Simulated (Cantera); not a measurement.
Cantera run, input and output.

```python
import numpy as np
import cantera as ct

gas = ct.Solution("gri30.yaml", transport_model="multicomponent")
show = ['NO', 'C2H2', 'CH3']

rows = []
print(f"{'T/K':>7s}{'rho':>11s}{'cp':>10s}{'mu':>11s}{'lambda':>11s}{'Pr':>7s}" + "".join(f"{'D_' + s:>11s}" for s in show))
for T in [400, 600, 800, 1000, 1200, 1400, 1600]:
    gas.TPX = T, 1333, {'N2': 0.31, 'CO2': 0.42, 'CH3OH': 0.64, 'NH3': 0.68}
    Pr = gas.cp_mass * gas.viscosity / gas.thermal_conductivity
    D = [gas.mix_diff_coeffs_mole[gas.species_index(s)] for s in show]
    rows.append([gas.density, gas.cp_mass, gas.viscosity, gas.thermal_conductivity, Pr, *D])
    print(f"{T:7g}{gas.density:11.4e}{gas.cp_mass:10.1f}{gas.viscosity:11.4e}"
          f"{gas.thermal_conductivity:11.4e}{Pr:7.3f}" + "".join(f"{d:11.4e}" for d in D))
print("SI units: kg/m3, J/kg/K, Pa s, W/m/K, m2/s")
```

Result:

```
    T/K        rho        cp         mu     lambda     Pr       D_NO     D_C2H2      D_CH3
    400 1.1586e-02    1444.6 1.6180e-05 3.3107e-02  0.706 2.2961e-03 1.8200e-03 2.4932e-03
    600 7.7237e-03    1740.6 2.3499e-05 5.7644e-02  0.710 4.7494e-03 3.8747e-03 5.2277e-03
    800 5.7928e-03    1978.9 3.0093e-05 8.3728e-02  0.711 7.8366e-03 6.4976e-03 8.6895e-03
   1000 4.6342e-03    2173.5 3.6070e-05 1.1017e-01  0.712 1.1484e-02 9.6158e-03 1.2790e-02
   1200 3.8618e-03    2324.0 4.1551e-05 1.3577e-01  0.711 1.5644e-02 1.3181e-02 1.7470e-02
   1400 3.3101e-03    2445.4 4.6633e-05 1.6051e-01  0.710 2.0281e-02 1.7160e-02 2.2690e-02
   1600 2.8964e-03    2542.7 5.1392e-05 1.8418e-01  0.710 2.5369e-02 2.1528e-02 2.8417e-02
SI units: kg/m3, J/kg/K, Pa s, W/m/K, m2/s
```

Computed with Cantera and GRI-Mech 3.0 (53 species, 325 reactions). Polar gases are described roughly by these parameters. The composition is frozen, though it would react at the higher temperatures.
